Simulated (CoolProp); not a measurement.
Properties of acetone along the isobar 2390 kPa (Tc = 235.0 °C, pc = 4692 kPa, ω = 0.307).

Model: reference Helmholtz-energy equation of state, Lemmon 2006, in CoolProp. It is a short technical equation, of lower accuracy than the large ones.

| T (°C) | phase | Z | cv (kJ/(kg K)) |
|---|---|---|---|
| 163.45 | liquid | 0.06372 | 1.849 |
| 171.55 | liquid | 0.06426 | 1.872 |
| 179.65 | liquid | 0.06506 | 1.897 |
| 187.75 | liquid | 0.06622 | 1.925 |
| 195.85 | gas | 0.6496 | 2.006 |
| 203.95 | gas | 0.6848 | 1.968 |
| 212.05 | gas | 0.7132 | 1.944 |
| 220.15 | gas | 0.7369 | 1.930 |
| 228.25 | gas | 0.7573 | 1.922 |
| 236.35 | gas | 0.7750 | 1.919 |
| 244.45 | gas | 0.7907 | 1.919 |
| 252.55 | gas | 0.8046 | 1.923 |
| 260.65 | gas | 0.8171 | 1.929 |
| 268.75 | gas | 0.8285 | 1.937 |
| 276.85 | gas | 0.8387 | 1.946 |
